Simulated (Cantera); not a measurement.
A closed system holds: 1 mol CH2F2, 2.1 mol F2, 0.29 mol H2.

Cantera equilibrium calculation (NASA polynomials, part measured and part estimated; ideal gas, pure solids and liquids). Candidate condensed phases: C, C6H6, C7H8, C8H18; 95 gas species. Equilibrium is a limit: real reactors are often held back by kinetics, nucleation or transport.

Stable condensed phases, one row left out:

```
T in K \ P in Pa
              1    5.2     27    140    720   3700  19000 100000
   3273       A      A      A      A      A      A      A      A
   3223       A      A      A      A      A      A      A      A
   3173       A      A      A      A      A      A      A      A
   3123       A      A      A      A      A      A      B      A
   3073       A      A      A      A      A      B      B      A
   3023       A      A      A      A      A      B      B      A
   2973       A      A      A      A      A      B      A      A
   2873       A      A      A      A      B      B      A      A
   2823       A      A      A      B      B      B      A      A
   2773       A      A      A      B      B      B      A      A
   2723       A      A      A      B      B      B      A      A
   2673       A      A      B      B      B      B      A      A
```

A: gas only; B: C.

**Question.** Give the row for 2923 K.

**Answer.** 1: gas only; 5.2: gas only; 27: gas only; 140: gas only; 720: C; 3700: C; 19000: gas only; 100000: gas only.
